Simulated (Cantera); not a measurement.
Feed: 1 mol ZrO2, 1.7 mol H2, equilibrated at 1 atm.

Cantera equilibrium calculation (NASA polynomials, part measured and part estimated; ideal gas, pure solids and liquids). Candidate condensed phases: H2O, Zr, ZrO2; 12 gas species. Kinetics and transport are ignored. All values below are at 1800 °C.

Base state: H2 0.997, H 0.00261 (mole fractions); condensed: ZrO2(tetragonal).

Task: What changes in the equilibrium state with this change: pressure from 1 atm to 0.0133 bar?

Result: 
```tsv
species	before	after
H2	0.997	0.977
H	0.00261	0.0225
ZrO2(tetragonal), mol	1.000	1.000
```
